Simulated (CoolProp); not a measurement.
Isobutene along the isobar 32.5 bar: fugacity coefficient from the reference equation and from simpler models built on Tc = 144.9 °C, pc = 40.16 bar, ω = 0.193; each cubic takes its own stable root.

Computed with CoolProp (reference Helmholtz-energy equation of state, Lemmon 2005). It is a short technical equation, of lower accuracy than the large ones.

```csv
T (°C),phase,reference
-114.55,liquid,1.638e-5
-96.45,liquid,0.0001287
-78.45,liquid,0.0006485
-60.35,liquid,0.002397
-42.25,liquid,0.006965
-24.15,liquid,0.01683
-6.15,liquid,0.03506
11.95,liquid,0.06533
30.05,liquid,0.1109
```

Q: How far does each simpler model (van der Waals, Redlich-Kwong, Soave-Redlich-Kwong, Peng-Robinson) lie from the reference over these 9 states: mean and median of the absolute difference, and the worst?

A: 
- van der Waals: mean 5696.0 %, median 991.5 %, worst +33160.1 % at -114.55 °C and 32.5 bar
- Redlich-Kwong: mean 61.3 %, median 65.4 %, worst +82.0 % at -96.45 °C and 32.5 bar
- Soave-Redlich-Kwong: mean 1.3 %, median 1.2 %, worst +3.7 % at -114.55 °C and 32.5 bar
- Peng-Robinson: mean 6.3 %, median 2.5 %, worst +24.9 % at -114.55 °C and 32.5 bar
